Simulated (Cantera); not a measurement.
Input: 1 mol SiH4, 0.097 mol HCl, 23 mol H2, at 290 Pa.

Equilibrium computed with Cantera from the NASA thermochemical tables; the gas is ideal and each condensed phase is pure. Candidate condensed phases: Si; 19 gas species. Rates play no part.

Q: At 1500 K, list the 4 most abundant gas species with their mole fractions, and the condensed phases.

A: H2 0.996, HCl 0.00377, H 0.000326, SiCl2 4.59e-5. Condensed: Si(s).
